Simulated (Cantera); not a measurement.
Cantera run:

```python
import numpy as np
import cantera as ct

gas_names = [...]  # 113 gases of nasa_gas.yaml made of C, H, O, Ta
cond_names = """
    C(gr) C6H6(L) C7H8(L) C8H18(L),n-octa H2O(s) H2O(L) Ta(cr) Ta(L) TaC(s) TaC(L) Ta2O5(s) Ta2O5(L)
""".split()


# ... load() reads the species with a 1 bar reference pressure and builds the phases ...
atoms = {
    'Ta(OEt)5': {'Ta': 1, 'C': 10, 'H': 25, 'O': 5},
    'CO2': {'C': 1, 'O': 2},
    'H2O': {'H': 2, 'O': 1},
}
top_T = {'C(gr)': 4500}  # K; cautious upper limits of use, not melting points


# ... equilibrate(T, P, feed) seeds the gas with the atoms and calls Mixture.equilibrate('TP', solver="vcs", rtol=1e-11, max_steps=5000) ...
results = []
feed = {'Ta(OEt)5': 1, 'CO2': 0.57, 'H2O': 4.3}  # mol
T = 2173  # K
P = 13332.2  # Pa
mix = equilibrate(T, P, feed)
results.append((T, P, feed, dict(zip(mix.species_names, mix.species_moles))))
print(gas.report(threshold=1e-05))
for i in range(1, mix.n_phases):
    print(f"{mix.phase(i).name:16s} {mix.phase_moles(i):12.5e} mol")
```

It prints:

```
       temperature   2173 K
          pressure   13332 Pa
           density   0.0085593 kg/m^3
  mean mol. weight   11.599 kg/kmol
   phase of matter   gas

                          1 kg             1 kmol
                     ---------------   ---------------
          enthalpy        1.8399e+06        2.1342e+07  J
   internal energy        2.8228e+05        3.2742e+06  J
           entropy             20674        2.3981e+05  J/K
    Gibbs function       -4.3086e+07       -4.9976e+08  J
 heat capacity c_p            3045.7             35327  J/K
 heat capacity c_v            2328.9             27013  J/K

                      mass frac. Y      mole frac. X     chem. pot. / RT
                     ---------------   ---------------   ---------------
                CO           0.88404           0.36609           -37.126
               CO2         0.0011228        0.00029593           -64.078
                 H        0.00090466           0.01041            -11.12
                H2           0.10784           0.62048            -22.24
               H2O         0.0040441         0.0026039           -49.192
               TaO        0.00026943        1.5868e-05           -36.123
              TaO2         0.0017635        9.6058e-05           -63.075
     [ +106 minor]        9.0421e-06        6.0722e-06

C(gr)             0.00000e+00 mol
Ta(cr)            0.00000e+00 mol
TaC(s)            7.73079e-01 mol
Ta2O5(L)          1.11964e-01 mol
```

These are equilibrium values from Cantera (NASA tables, ideal gas, pure condensed phases), not measurements of a reactor. The feed counts by its element totals alone. Mutual solubility and eutectic melting of coexisting phases are not modelled. TaC: taken at fixed stoichiometry. Condensed phases not in the tables: Ta2C.
